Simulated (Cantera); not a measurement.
Charge: 1 mol SiC, 0.17 mol N2O, a varied amount of N2, equilibrated at 1425 °C and 18.0 Pa.

Method: chemical equilibrium by Gibbs-energy minimisation in Cantera with the NASA 1993 tables (ideal gas, pure condensed phases). Candidate condensed phases: C, Si, SiC, SiO2, Si2N2O, Si3N4; 34 gas species. Equilibrium is a limit: real reactors are often held back by kinetics, nucleation or transport.

x: gas mole fraction; n: condensed amount in mol.

```tsv
n(N2) (mol)	x N2	x CO	x SiO	x Si	n SiC(s)
1.7	0.916	0.0421	0.0412	0.000834	0.914
4.5	0.964	…	…	0.000822	0.913
13	0.986	0.00677	0.00596	0.000791	0.910
34	0.994	0.00284	0.00210	0.000725	0.902
95	0.998	…	…	…	0.886
260	0.999	0.000531	0.000121	0.000403	0.861
720	1.000	0.000223	1.33e-5	0.000206	0.838
```

**Question.** Some entries are withheld; supply them.

**Answer.** 
- 4.5, x CO: 0.0180
- 4.5, x SiO: 0.0171
- 95, x CO: 0.00119
- 95, x SiO: 0.000589
- 95, x Si: 0.000592
